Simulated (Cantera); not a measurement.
A perfectly stirred reactor is fed with CH4 : CO2 : H2 = 1 : 1.7 : 0.39 (molar parts), at 1.01 bar; it is held at 1250 K, and followed from long to short residence time.

Model: GRI-Mech 3.0 (53 species, 325 reactions), integrated in Cantera.

Task: What does this change do: temperature 1250 to 2000 K?

Result: 
| quantity | before | after |
|---|---|---|
| x(CH4) at τ = 10.0 s | 0.316 | 0.000253 |
| x(CO2) at τ = 10.0 s | 0.531 | 0.0318 |
| x(H2) at τ = 10.0 s | 0.116 | 0.363 |
| x(HO2) at τ = 10.0 s | <1e-12 | 7.09e-12 |
| x(OH) at τ = 10.0 s | 2.53e-10 | 2.80e-5 |
| x(CH4) at τ = 60.0 ms | 0.324 | 0.00937 |
| x(CO2) at τ = 60.0 ms | 0.550 | 0.0496 |
| x(H2) at τ = 60.0 ms | 0.126 | 0.315 |
| x(HO2) at τ = 60.0 ms | <1e-12 | 1.44e-11 |
| x(OH) at τ = 60.0 ms | 1.14e-10 | 3.98e-5 |
